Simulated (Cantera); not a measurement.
Input (Python, Cantera) and output of one run.

```python
import numpy as np
import cantera as ct

gas_names = [...]  # 91 gases of nasa_gas.yaml made of C, Cl, H
cond_names = """
    C(gr) C6H6(L) C7H8(L) C8H18(L),n-octa
""".split()


# ... load() reads the species with a 1 bar reference pressure and builds the phases ...
atoms = {
    'CCl4': {'C': 1, 'CL': 4},
    'H2': {'H': 2},
}
top_T = {'C(gr)': 4500}  # K; cautious upper limits of use, not melting points


# ... equilibrate(T, P, feed) seeds the gas with the atoms and calls Mixture.equilibrate('TP', solver="vcs", rtol=1e-11, max_steps=5000) ...
results = []
feed = {'CCl4': 1, 'H2': 0.25}  # mol
P = 77000  # Pa
for T in [1048, 1073, 1098, 1123, 1148, 1173, 1198, 1223, 1248, 1273, 1298, 1323]:
    mix = equilibrate(T, P, feed)
    results.append((T, P, feed, dict(zip(mix.species_names, mix.species_moles))))

top = {s: max(r[3][s] / sum(r[3][g] for g in gas_names) for r in results) for s in gas_names}
cols = sorted((s for s in top if top[s] > 1e-05), key=lambda s: -top[s])[:8]
seen = [c for c in cond_names if any(r[3].get(c, 0) > 1e-12 for r in results)]
print("log10 of partial pressures in bar; condensed amounts in mol")
print(f"{'T/K':>10s}" + "".join(f"{s[:9]:>10s}" for s in cols + seen))
for T, P, feed, n in results:
    ng = sum(n[g] for g in gas_names)
    print(f"{T:10.4g}" + "".join(f"{np.log10(max(n[s] / ng * P / 1e5, 1e-99)):10.3f}" for s in cols)
          + "".join(f"{n.get(c, 0):10.4g}" for c in seen))
```

Result:

```
log10 of partial pressures in bar; condensed amounts in mol
       T/K       CL2       HCL        CL      CCL4     C(gr)
      1048    -0.224    -0.766    -3.225    -2.827    0.9956
      1073    -0.224    -0.766    -3.081    -2.930    0.9966
      1098    -0.224    -0.767    -2.942    -3.028    0.9972
      1123    -0.224    -0.767    -2.810    -3.122    0.9978
      1148    -0.225    -0.767    -2.684    -3.212    0.9982
      1173    -0.225    -0.767    -2.563    -3.298    0.9985
      1198    -0.225    -0.767    -2.447    -3.381    0.9988
      1223    -0.226    -0.768    -2.336    -3.460     0.999
      1248    -0.227    -0.768    -2.229    -3.536    0.9991
      1273    -0.228    -0.769    -2.127    -3.610    0.9993
      1298    -0.229    -0.769    -2.029    -3.681    0.9994
      1323    -0.230    -0.770    -1.934    -3.750    0.9995
```

Cantera equilibrium calculation (NASA polynomials, part measured and part estimated; ideal gas, pure solids and liquids). Gases not in the tables: chlorinated aromatics.
